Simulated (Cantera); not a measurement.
Feed: 1 mol CH3SiCl3, 0.044 mol HCl, 4.8 mol H2, held at 0.180 bar.

Cantera equilibrium calculation (NASA polynomials, part measured and part estimated; ideal gas, pure solids and liquids). Candidate condensed phases: C, C6H6, C7H8, C8H18, Si, SiC; 109 gas species. The feed counts by its element totals alone. The tables' values for SiCl3, SiCl are old estimates; treat these amounts as uncertain. Gases not in the tables: Si2H6 and higher silanes. The numbers say what is thermodynamically allowed, not how fast it happens. All values below are at 2123 K.

Base state: H2 0.636, HCl 0.323, SiCl2 0.0289, H 0.00674, Cl 0.00252, C2H2 (acetylene) 0.00105, SiCl3 0.000760, SiCl 0.000232 (mole fractions); condensed: C(graphite) + SiC(s).

Question: What changes in the equilibrium state with this change: H2 from 4.8 to 1100 mol?

Answer: 
| species | before | after |
|---|---|---|
| H2 | 0.636 | 0.988 |
| H | 0.00674 | 0.00841 |
| HCl | 0.323 | 0.00272 |
| SiCl2 | 0.0289 | 4.03e-6 |
| Si | 7.95e-5 | 0.000244 |
| SiCl3 | 0.000760 | <1e-9 |
| SiCl4 | 1.93e-5 | <1e-9 |
| SiHCl3 | 1.86e-5 | <1e-9 |
| C(graphite), mol | 0.220 | 0 |
| SiC(s), mol | 0.763 | 0.575 |
